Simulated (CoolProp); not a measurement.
Nitrous oxide at 405.88 K and 0.179 MPa is throttled through a valve to 0.113 MPa with no heat exchange. Each further row changes one setting.

Computed with CoolProp (reference Helmholtz-energy equation of state, Lemmon 2006). It is a short technical equation, of lower accuracy than the large ones.

```json
[
 {"case": "as stated", "temperature change (K)": "___", "final density (kg/m³)": "___"},
 {"case": "outlet pressure 0.0339 MPa", "temperature change (K)": "___", "final density (kg/m³)": "___"},
 {"case": "outlet pressure 0.147 MPa", "temperature change (K)": "___", "final density (kg/m³)": "___"}
]
```

**Question.** Some entries are withheld; supply them.

**Answer.** 
- as stated, temperature change (K): -0.4
- as stated, final density (kg/m³): 1.48
- outlet pressure 0.0339 MPa, temperature change (K): -0.8
- outlet pressure 0.0339 MPa, final density (kg/m³): 0.443
- outlet pressure 0.147 MPa, temperature change (K): -0.2
- outlet pressure 0.147 MPa, final density (kg/m³): 1.92
